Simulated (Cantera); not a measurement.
Feed: 1 mol Si, 0.16 mol CO₂, 910 mol H₂, equilibrated at 1 atm.

Cantera equilibrium calculation (NASA polynomials, part measured and part estimated; ideal gas, pure solids and liquids). Candidate condensed phases: C, C₆H₆, C₇H₈, C₈H₁₈, H₂O, Si, SiC, SiO₂; 123 gas species. Mutual solubility and eutectic melting of coexisting phases are not modelled. Gases not in the tables: Si₂H₆ and higher silanes. Rates play no part.

Problem. At 1650 °C, list the 4 most abundant gas species with their mole fractions, and the condensed phases.

Solution. H₂ 0.999, H 0.000935, SiO 0.000289, SiH₂ 6.72e-5. Condensed: Si(l) + SiC(s).
